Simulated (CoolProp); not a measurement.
Vapour-liquid equilibrium of benzene (1) + p-xylene (2) at 0.921 bar; x and y are mole fractions of (1).

The numbers come from the multi-fluid Helmholtz-energy mixture model, Thol 2012 and Zhou 2012; pair parameters Bell 2016 in CoolProp.

Problem. Give the bubble temperature and the first vapour's composition at x = 0.25, 0.55, 0.75. Is there an azeotrope?

Solution. x = 0.25: 111.0 °C, y = 0.618; x = 0.55: 93.0 °C, y = 0.873; x = 0.75: 84.8 °C, y = 0.947. No azeotrope shows between x = 0.05 and 0.95.

The pair parameters rest on a limited set of measurements; away from them the model extrapolates.
